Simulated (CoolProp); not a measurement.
A single-stage vapour-compression cycle with hydrogen sulfide: evaporating at 215.15 K (dew point), condensing at 243.15 K (bubble point), superheat 10 K, subcooling 0 K, compressor efficiency 0.7, no pressure losses. Each further row changes one setting.

Computed with CoolProp (reference Helmholtz-energy equation of state, Lemmon 2006). It is a short technical equation, of lower accuracy than the large ones.

| case | cooling COP | pressure ratio | discharge temperature (K) | refrigerating effect (kJ/kg) | volumetric capacity (kJ/m³) |
|---|---|---|---|---|---|
| as stated | 4.61 | 3.35 | 334.9 | 498 | 1050 |
| evaporating temperature 220.15 K | 5.88 | 2.63 | 317.1 | 502 | 1330 |
| condensing temperature 238.15 K | 5.73 | 2.76 | 315.3 | 508 | 1070 |
| subcooling 5 K | 4.70 | 3.35 | 334.9 | 508 | 1070 |
| superheat 20 K | 4.49 | 3.35 | 349.5 | 508 | 1030 |
| compressor efficiency 0.6 | 3.95 | 3.35 | 352.0 | 498 | 1050 |
